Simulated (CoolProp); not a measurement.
Vapour-liquid equilibrium of R134a (1) + isobutane (2) at 0.218 MPa; x and y are mole fractions of (1).

The numbers come from the multi-fluid Helmholtz-energy mixture model, Tillner-Roth 1994 and Bücker 2006; pair parameters Bell 2016 in CoolProp.

Q: Give the bubble temperature and the first vapour's composition at x = 0.15, 0.65, 0.95. Is there an azeotrope?

A: x = 0.15: -7.5 °C, y = 0.500; x = 0.65: -13.2 °C, y = 0.670; x = 0.95: -10.3 °C, y = 0.874. y crosses x between x = 0.65 and 0.75: the model has an azeotrope there.

Pair parameters are fitted to limited data, so mixtures are less certain than the pure fluids. With so large a gap from Raoult's law the liquid may split in two, which this calculation doesn't test in full.
